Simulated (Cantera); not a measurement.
A closed system holds: 1 mol C, 0.63 mol NH3, 11 mol N2, 1.2 mol H2O, held at 2148.15 K and 3400 Pa.

These are equilibrium values from Cantera (NASA tables, ideal gas, pure condensed phases), not measurements of a reactor. Candidate condensed phases: C, C6H6, C7H8, C8H18, H2O; 136 gas species. Equilibrium is a limit: real reactors are often held back by kinetics, nucleation or transport.

Base state: N2 0.779, H2 0.131, CO 0.0676, H2O 0.0124, H 0.00819, CO2 0.00125, OH 9.98e-5, NO 1.02e-5 (mole fractions); condensed: gas only.

Problem. What changes in the equilibrium state with this change: temperature from 2148.15 K to 1400 K?

Solution. 
```tsv
species	before	after
N2	0.779	0.782
H2	0.131	0.137
CO	0.0676	0.0666
H	0.00819	9.77e-6
H2O	0.0124	0.0113
NO	1.02e-5	<1e-9
OH	9.98e-5	1.60e-8
CO2	0.00125	0.00253
```
